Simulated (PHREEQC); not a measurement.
Dissolve 146 mmol/kgw Na2CO3 and 13.2 mmol/kgw NaHCO3 at 20 °C. Closed to the air; pH follows from the charge balance.

Equilibrium calculation in PHREEQC: Pitzer model, pitzer.dat.

**Question.** The ionic strength comes out as 0.451 mol/kgw. What activity coefficients do HCO3-, CO3-2, OH-, Na+ get?

**Answer.** HCO3- 0.67, CO3-2 0.19, OH- 0.68, Na+ 0.64. Single-ion values are on the MacInnes scale.

This is a speciation only: nothing precipitates in the calculation. Species that the database lacks are ignored.
